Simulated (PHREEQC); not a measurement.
Synthetic water in mmol/kgw, 25 °C, pH 3.11, pe 10.2: Na 1; K 0.0873; Ca 5.26; Mg 4.78; Cl 0.477; S(6) 10.9; B 0.0157; Zn 0.00838; Sr 0.0491.

Valence states are taken as typed.

The numbers come from PHREEQC with the ion-association model, phreeqc.dat.

Precipitation was switched off in this run.

Q: Estimate the ionic strength, specific conductance, charge-balance error.

A: ionic strength 0.0305 mol/kgw; specific conductance 1970 µS/cm; charge-balance error 0.8 %.

Q: In which forms is K present?

A: K+ 97 %, KSO4- 2.7 % of the K.

Complexes and solids missing from the database can't appear.
